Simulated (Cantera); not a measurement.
## Carbothermic reduction: Cu₂O + CH₄ + H₂

A closed system holds: 1 mol Cu₂O, 0.92 mol CH₄, 0.61 mol H₂, held at 1675 K and 750 Torr.

These are equilibrium values from Cantera (NASA tables, ideal gas, pure condensed phases), not measurements of a reactor. Candidate condensed phases: C, C₆H₆, C₇H₈, C₈H₁₈, Cu, CuO, Cu(OH)₂, Cu₂O, H₂O; 113 gas species. The numbers say what is thermodynamically allowed, not how fast it happens.

```
Quantity                                    Value
--------------------------------------  ---------
x(H₂)                                       0.706
x(CO)                                       0.270
x(H₂O)                                     0.0213
x(CO₂)                                    0.00246
x(Cu)                                    0.000114
x(H)                                      9.75e-5
x(CH₄)                                    2.99e-6
n(Cu(l))                                 2.00 mol
gas amount                              3.371 mol
log10 activity of C(graphite) (absent)      -2.30
```
